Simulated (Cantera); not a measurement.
Feed: 1 mol SiC, 0.21 mol O₂, a varied amount of H₂, held at 1725 K and 11.0 Pa.

Equilibrium computed with Cantera from the NASA thermochemical tables; the gas is ideal and each condensed phase is pure. Candidate condensed phases: C, C₆H₆, C₇H₈, C₈H₁₈, H₂O, Si, SiC, SiO₂; 123 gas species. The numbers say what is thermodynamically allowed, not how fast it happens.

**Question.** At 48 mol H₂, list the 7 most abundant gas species with their mole fractions, and the condensed phases.

**Answer.** H₂ 0.972, H 0.0175, CO 0.00524, SiO 0.00334, Si 0.00186, SiH 2.75e-5, Si₂C 1.30e-5. Condensed: SiC(s).
